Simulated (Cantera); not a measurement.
A closed system holds: 1 mol Si, 5.3 mol CO, a varied amount of H₂, at 1873 K and 21.8 Torr.

Equilibrium computed with Cantera from the NASA thermochemical tables; the gas is ideal and each condensed phase is pure. Candidate condensed phases: C, C₆H₆, C₇H₈, C₈H₁₈, H₂O, Si, SiC, SiO₂; 123 gas species. Equilibrium is a limit: real reactors are often held back by kinetics, nucleation or transport.

Question: At 7.1 mol H₂, list the 6 most abundant gas species with their mole fractions, and the condensed phases.

Answer: H₂ 0.570, CO 0.387, SiO 0.0402, H 0.00286, Si 3.95e-5, C₂H₂ (acetylene) 1.16e-5. Condensed: SiC(s).
